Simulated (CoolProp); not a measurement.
R236FA along the isotherm 400 K: density (kg/m³) from the reference equation and from simpler models built on Tc = 398.1 K, pc = 3191 kPa, ω = 0.377; each cubic takes its own stable root.

Computed with CoolProp (reference Helmholtz-energy equation of state, Pan 2012).

```
p (kPa)          phase  reference
-------  -------------  ---------
342                gas      16.24
684                gas      33.88
1030               gas      53.48
1370               gas      74.94
1710               gas      99.34
2050               gas      127.9
2390               gas      162.9
2740               gas      211.5
3080               gas      290.6
3420     supercritical      726.2
3760     supercritical      816.3
4100     supercritical      857.1
4440     supercritical      884.9
4790     supercritical      907.1
```

Task: How far does each simpler model (ideal gas, van der Waals, Soave-Redlich-Kwong, Peng-Robinson) lie from the reference over these 14 states: mean and median of the absolute difference, and the worst?

Result: 
- ideal gas: mean 43.0 %, median 36.8 %, worst -78.9 % at 400 K and 3760 kPa
- van der Waals: mean 13.8 %, median 6.5 %, worst -31.9 % at 400 K and 3760 kPa
- Soave-Redlich-Kwong: mean 8.1 %, median 2.2 %, worst -23.4 % at 400 K and 3420 kPa
- Peng-Robinson: mean 5.2 %, median 1.9 %, worst -16.4 % at 400 K and 3420 kPa
